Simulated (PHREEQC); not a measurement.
Model water analysis in mg/kgw, 20 °C, pH 6.93, pe 11.7:

```csv
constituent,mg/kgw
Na,0.027
K,0.000113
Ca,0.00473
Mg,0.00108
Cl,0.00538
S(6) as SO4,0.0244
Alkalinity as HCO3,0.0489
O(0) (dissolved oxygen),0.000671
Sr,1.97e-05
Ba,0.000144
Br,3.39e-05
Cd,0.000355
```

Valence states are taken as typed.

The numbers come from PHREEQC with the ion-association model, wateq4f.dat.

Precipitation was switched off in this run.

Problem. Predict the charge-balance error.

Solution. charge-balance error 1.5 %.

Problem. In which forms is C present?

Solution. HCO3- 78 %, CO2 22 % of the C.

Complexes and solids missing from the database can't appear.
